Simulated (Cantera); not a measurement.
Charge: 1 mol PbO, 0.16 mol H2, held at 1177 °C and 13.3 mbar.

Method: chemical equilibrium by Gibbs-energy minimisation in Cantera with the NASA 1993 tables (ideal gas, pure condensed phases). Candidate condensed phases: H2O, Pb, PbO, PbO2, Pb3O4; 12 gas species. Gases not in the tables: (PbO)n polymers. Equilibrium is a limit: real reactors are often held back by kinetics, nucleation or transport.

Base state: PbO 0.342, Pb 0.329, H2O 0.327, O2 0.000983, H2 8.57e-5, OH 6.95e-5, Pb2 2.93e-5 (mole fractions); condensed: PbO(l).

Problem. What changes in the equilibrium state with this change: pressure from 13.3 mbar to 28.0 Pa?

Solution. 
```json
[
 {"species": "PbO", "before": "0.342", "after": "0.465"},
 {"species": "Pb", "before": "0.329", "after": "0.315"},
 {"species": "H2O", "before": "0.327", "after": "0.125"},
 {"species": "O2", "before": "0.000983", "after": "0.0949"},
 {"species": "O", "before": "5.45e-7", "after": "3.70e-5"},
 {"species": "Pb2", "before": "2.93e-5", "after": "5.61e-7"},
 {"species": "OH", "before": "6.95e-5", "after": "0.000353"},
 {"species": "H2", "before": "8.57e-5", "after": "2.29e-5"},
 {"species": "PbO(l), mol", "before": "0.672", "after": "0"}
]
```

Problem. What changes in the equilibrium state with this change: temperature from 1177 °C to 1327 °C?

Solution. 
```csv
species,before,after
PbO,0.342,0.598
Pb,0.329,0.224
H2O,0.327,0.131
O2,0.000983,0.0463
O,5.45e-7,2.70e-5
OH,6.95e-5,0.000409
Pb2,2.93e-5,8.41e-6
"PbO(l), mol",0.672,0
```
